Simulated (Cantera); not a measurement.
# Si₃N₄ + H₂ + N₂ (nitride etching)

Feed: 1 mol Si₃N₄, 750 mol H₂, 15 mol N₂, held at 0.900 Torr.

These are equilibrium values from Cantera (NASA tables, ideal gas, pure condensed phases), not measurements of a reactor. Candidate condensed phases: Si, Si₃N₄; 18 gas species. Gases not in the tables: Si₂H₆ and higher silanes. Rates play no part.

```
T (°C)  log p H₂  log p H  log p N₂  log p Si  n Si₃N₄(s)  n Si(s)  n Si(l)
------  --------  -------  --------  --------  ----------  -------  -------
1150       -2.93    -6.64     -4.63     -9.08       1.000        0        0
1200       -2.93    -6.36     -4.58     -8.26           0     3.00        0
1250       -2.93    -6.10     -4.58     -7.74           0     2.99        0
1300       -2.93    -5.86     -4.58     -7.26           0     2.96        0
1350       -2.93    -5.63     -4.58     -6.81           0     2.89        0
1400       -2.93    -5.41     -4.58     -6.38           0     2.70        0
1450       -2.93    -5.21     -4.58     -6.01           0        0     2.31
1500       -2.93    -5.01     -4.58     -5.67           0        0     1.52
1550       -2.94    -4.83     -4.58     -5.36           0        0        0
1600       -2.94    -4.66     -4.58     -5.36           0        0        0
1650       -2.94    -4.50     -4.58     -5.35           0        0        0
1700       -2.95    -4.34     -4.59     -5.35           0        0        0
```
log p: log10 of the partial pressure in bar; n: condensed amount in mol.

At 1150 °C the condensed part is Si₃N₄(s). From 1200 °C to 1400 °C the condensed part is Si(s). From 1450 °C to 1500 °C the condensed part is Si(l). From 1550 °C to 1700 °C nothing is condensed. The main Si-bearing gas is Si throughout.
